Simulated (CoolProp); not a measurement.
Model: reference Helmholtz-energy equation of state, Akasaka 2023, in CoolProp.

Problem. For R1224YDZ, give the phase and the cp (kJ/(kg K)), cv (kJ/(kg K)), isothermal compressibility (1/MPa), expansivity (1/kK) at 467.8 K and 1.38 MPa.

Solution. 
- 467.8 K and 1.38 MPa: gas; cp 1.07, cv 0.970, isothermal compressibility 0.822, expansivity 3.22
